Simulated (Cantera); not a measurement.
Cantera run, input and output.

```python
import numpy as np
import cantera as ct

gas = ct.Solution("gri30.yaml")
gas.TPX = 1275, 2666, {'H2': 0.21, 'O2': 1}
reactor = ct.IdealGasConstPressureReactor(gas, energy="off", clone=False)
net = ct.ReactorNet([reactor])
net.rtol, net.atol = 1e-08, 1e-18
show = ['H2', 'O2', 'O', 'HO2', 'H2O']
times = np.geomspace(1e-06, 20, 12)

steps = ct.SolutionArray(gas, extra=["t"])
rows = []
print(f"{'t/s':>10s}{'T/K':>9s}{'P/Pa':>11s}" + "".join(f"{s:>11s}" for s in show))
for t in times:
    while net.time < t:
        t_next = net.step()
        steps.append(gas.state, t=t_next)
    rows.append([np.interp(t, steps.t, y) for y in (steps.T, steps.P, *steps(*show).X.T)])
    print(f"{t:10.3e}{rows[-1][0]:9.1f}{rows[-1][1]:11.4g}" + "".join(f"{x:11.3e}" for x in rows[-1][2:]))
rate = np.gradient(steps.T, steps.t)
print("integrator steps:", len(steps.t))
if steps.T.max() > steps.T[0] + 200:
    print(f"time of steepest temperature rise: {steps.t[rate.argmax()]:.4e} s")
gas.TPX = 1275, 2666, {'H2': 0.21, 'O2': 1}
gas.equilibrate("TP")
print(f"equilibrium (TP): T = {gas.T:.1f} K  " + "  ".join(f"{s} {gas[s].X[0]:.3e}" for s in show))
```

It prints:

```
       t/s      T/K       P/Pa         H2         O2          O        HO2        H2O
 1.000e-06   1275.0       2666  1.736e-01  8.264e-01  2.662e-11  1.001e-09  1.058e-12
 4.610e-06   1275.0       2666  1.736e-01  8.264e-01  5.141e-10  4.614e-09  9.184e-11
 2.125e-05   1275.0       2666  1.736e-01  8.264e-01  8.561e-09  2.129e-08  6.313e-09
 9.799e-05   1275.0       2666  1.736e-01  8.264e-01  3.213e-07  9.970e-08  6.458e-07
 4.518e-04   1275.0       2666  8.148e-02  7.716e-01  2.952e-02  1.030e-05  6.688e-02
 2.083e-03   1275.0       2666  5.884e-03  7.455e-01  5.437e-02  1.384e-05  1.527e-01
 9.602e-03   1275.0       2666  1.391e-03  7.962e-01  1.156e-02  1.099e-05  1.827e-01
 4.427e-02   1275.0       2666  7.420e-05  8.089e-01  6.111e-04  2.153e-06  1.892e-01
 2.041e-01   1275.0       2666  5.269e-06  8.098e-01  4.435e-05  2.372e-07  1.899e-01
 9.410e-01   1275.0       2666  6.588e-07  8.099e-01  5.642e-06  4.786e-08  1.900e-01
 4.338e+00   1275.0       2666  1.268e-07  8.099e-01  1.094e-06  3.842e-08  1.900e-01
 2.000e+01   1275.0       2666  7.211e-08  8.099e-01  6.216e-07  4.503e-08  1.900e-01
integrator steps: 1987
equilibrium (TP): T = 1275.0 K  H2 7.187e-08  O2 8.099e-01  O 6.195e-07  HO2 4.508e-08  H2O 1.900e-01
```

Computed with Cantera and GRI-Mech 3.0 (53 species, 325 reactions). Radical loss at walls, strong at low pressure, is not modelled. The temperature is held fixed by assumption; the heat of reaction is taken as removed at once.
